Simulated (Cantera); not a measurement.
Feed: 1 mol BF3, 13 mol H2O, equilibrated at 1.00 bar.

Equilibrium computed with Cantera from the NASA thermochemical tables; the gas is ideal and each condensed phase is pure. Candidate condensed phases: B, B2O3, B3O3H3, H2O; 43 gas species. Gases not in the tables: H3BO3. Equilibrium is a limit: real reactors are often held back by kinetics, nucleation or transport.

**Question.** At 1175 °C, list the 7 most abundant gas species with their mole fractions, and the condensed phases.

**Answer.** H2O 0.791, HF 0.176, HBO2 0.0134, BOF 0.00891, BF3 0.00616, (HBO2)3 0.00374, B3O3F3 0.000911. Condensed: B2O3(l).
